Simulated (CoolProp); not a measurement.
Saturation properties of acetone.

Computed with CoolProp (reference Helmholtz-energy equation of state, Lemmon 2006). It is a short technical equation, of lower accuracy than the large ones.

```csv
T (K),p (kPa),enthalpy of vaporisation (kJ/kg),liquid cp (kJ/(kg K))
349.3,192.4,478.5,2.296
356.5,___,___,2.323
363.8,290.8,___,2.351
371.1,353.1,451.4,2.381
378.3,424.1,441.8,2.412
385.6,506.9,431.8,2.446
392.8,600.0,___,2.481
400.1,707.1,410.6,2.520
407.3,826.5,399.3,2.561
414.6,962.4,387.4,2.606
421.8,1112,375.0,2.656
429.1,1282,361.7,2.712
436.3,___,347.8,2.774
443.6,1676,___,2.847
450.8,1902,___,2.932
```

Some entries are withheld; supply them.


- 356.5, p (kPa): 237.3
- 356.5, enthalpy of vaporisation (kJ/kg): 469.8
- 363.8, enthalpy of vaporisation (kJ/kg): 460.8
- 392.8, enthalpy of vaporisation (kJ/kg): 421.5
- 436.3, p (kPa): 1467
- 443.6, enthalpy of vaporisation (kJ/kg): 332.7
- 450.8, enthalpy of vaporisation (kJ/kg): 316.8

It boils at 329.2 K under 1 atm.
